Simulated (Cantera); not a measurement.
What does this Cantera script print?

```python
import numpy as np
import cantera as ct

gas_names = [...]  # 114 gases of nasa_gas.yaml made of C, Fe, H, O
cond_names = """
    C(gr) C6H6(L) C7H8(L) C8H18(L),n-octa Fe(a) Fe(c) Fe(d) Fe(L) FeC5O5(L) FeO(s) FeO(L) Fe(OH)2(s)
    Fe(OH)3(s) Fe2O3(s) Fe3O4(s) H2O(s) H2O(L)
""".split()


# ... load() reads the species with a 1 bar reference pressure and builds the phases ...
atoms = {
    'Fe3O4': {'Fe': 3, 'O': 4},
    'CH4': {'C': 1, 'H': 4},
    'CO': {'C': 1, 'O': 1},
}
top_T = {'C(gr)': 4500, 'Fe2O3(s)': 1830, 'Fe3O4(s)': 1870}  # K; cautious upper limits of use, not melting points


# ... equilibrate(T, P, feed) seeds the gas with the atoms and calls Mixture.equilibrate('TP', solver="vcs", rtol=1e-11, max_steps=5000) ...
results = []
feed = {'Fe3O4': 1, 'CH4': 0.39, 'CO': 0.023}  # mol
P = 220  # Pa
for T in [1775, 1825, 1875, 1925, 1975, 2025, 2075, 2125, 2175, 2225, 2275, 2325, 2375, 2425]:
    mix = equilibrate(T, P, feed)
    results.append((T, P, feed, dict(zip(mix.species_names, mix.species_moles))))

top = {s: max(r[3][s] / sum(r[3][g] for g in gas_names) for r in results) for s in gas_names}
cols = sorted((s for s in top if top[s] > 1e-06), key=lambda s: -top[s])[:8]
seen = [c for c in cond_names if any(r[3].get(c, 0) > 1e-12 for r in results)]
print("log10 of partial pressures in bar; condensed amounts in mol")
print(f"{'T/K':>10s}" + "".join(f"{s[:9]:>10s}" for s in cols + seen))
for T, P, feed, n in results:
    ng = sum(n[g] for g in gas_names)
    print(f"{T:10.4g}" + "".join(f"{np.log10(max(n[s] / ng * P / 1e5, 1e-99)):10.3f}" for s in cols)
          + "".join(f"{n.get(c, 0):10.4g}" for c in seen))
```

Output:

```
log10 of partial pressures in bar; condensed amounts in mol
       T/K        Fe       H2O        H2        CO        O2       CO2       FeO         O    FeO(L)
      1775    -5.249    -3.050    -3.270    -3.280    -8.303    -3.631    -6.995    -8.171     2.997
      1825    -4.952    -3.047    -3.280    -3.279    -7.873    -3.639    -6.621    -7.750     2.994
      1875    -4.677    -3.045    -3.294    -3.280    -7.457    -3.645    -6.268    -7.347     2.988
      1925    -4.424    -3.042    -3.314    -3.285    -7.048    -3.647    -5.934    -6.958     2.978
      1975    -4.195    -3.040    -3.344    -3.296    -6.638    -3.645    -5.618    -6.578     2.963
      2025    -3.993    -3.038    -3.386    -3.314    -6.221    -3.636    -5.319    -6.203     2.938
      2075    -3.818    -3.037    -3.445    -3.343    -5.791    -3.621    -5.035    -5.829     2.904
      2125    -3.669    -3.042    -3.522    -3.382    -5.346    -3.603    -4.766    -5.455     2.855
      2175    -3.540    -3.055    -3.618    -3.436    -4.896    -3.589    -4.510    -5.086     2.788
      2225    -3.422    -3.088    -3.734    -3.507    -4.459    -3.590    -4.266    -4.729     2.685
      2275    -3.299    -3.163    -3.878    -3.605    -4.062    -3.633    -4.033    -4.399     2.488
      2325    -3.162    -3.329    -4.090    -3.769    -3.722    -3.763    -3.811    -4.102     1.984
      2375    -3.028    -3.721    -4.490    -4.095    -3.468    -4.092    -3.632    -3.854         0
      2425    -3.027    -3.796    -4.447    -4.049    -3.474    -4.175    -3.713    -3.741         0
```

Equilibrium computed with Cantera from the NASA thermochemical tables; the gas is ideal and each condensed phase is pure. The tables' stoichiometric FeO is somewhat more stable than real wüstite, so its field is too wide. FeO: taken at fixed stoichiometry.
